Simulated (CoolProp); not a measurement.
Vapour-liquid equilibrium of toluene (1) + n-nonane (2) at 0.00661 MPa; x and y are mole fractions of (1).

Values from CoolProp's multi-fluid Helmholtz-energy mixture model, Lemmon 2006 and Lemmon 2006; pair parameters Bell 2016.

| x | bubble temperature (K) | y at the bubble point | dew temperature at overall composition x (K) | liquid density (mol/L) |
|---|---|---|---|---|
| 0.05 | 339.1 | 0.243 | (withheld) | 5.427 |
| 0.2 | 328.3 | 0.614 | 340.1 | 5.870 |
| 0.35 | 321.9 | 0.767 | (withheld) | 6.341 |
| 0.5 | 317.7 | 0.847 | 332.2 | 6.862 |
| 0.65 | (withheld) | 0.899 | 326.9 | 7.454 |
| 0.8 | 312.3 | 0.942 | 320.2 | 8.138 |
| 0.95 | 310.1 | (withheld) | 311.8 | 8.943 |

**Question.** What belongs in the gaps?

**Answer.** 
- 0.05, dew temperature at overall composition x (K): 343.2
- 0.35, dew temperature at overall composition x (K): 336.5
- 0.65, bubble temperature (K): 314.7
- 0.95, y at the bubble point: 0.985

No azeotrope shows between x = 0.05 and 0.95.

Pair parameters are fitted to limited data, so mixtures are less certain than the pure fluids.
